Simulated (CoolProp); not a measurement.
Nitrous oxide along the isobar 10.8 MPa: Z from the reference equation and from simpler models built on Tc = 309.5 K, pc = 7.245 MPa, ω = 0.161; each cubic takes its own stable root.

Computed with CoolProp (reference Helmholtz-energy equation of state, Lemmon 2006). It is a short technical equation, of lower accuracy than the large ones.

```tsv
T (K)	phase	reference
224.8	liquid	0.2256
240.6	liquid	0.2208
256.4	liquid	0.2184
272.2	liquid	0.2190
288.1	liquid	0.2239
303.9	liquid	0.2368
319.7	supercritical	0.2756
335.5	supercritical	0.4329
351.3	supercritical	0.5789
```

**Question.** How far does each simpler model (van der Waals, Soave-Redlich-Kwong, Peng-Robinson) lie from the reference over these 9 states: mean and median of the absolute difference, and the worst?

**Answer.** 
- van der Waals: mean 38.7 %, median 48.3 %, worst +54.9 % at 224.8 K and 10.8 MPa
- Soave-Redlich-Kwong: mean 10.6 %, median 10.0 %, worst +19.3 % at 319.7 K and 10.8 MPa
- Peng-Robinson: mean 3.6 %, median 3.5 %, worst +9.1 % at 319.7 K and 10.8 MPa
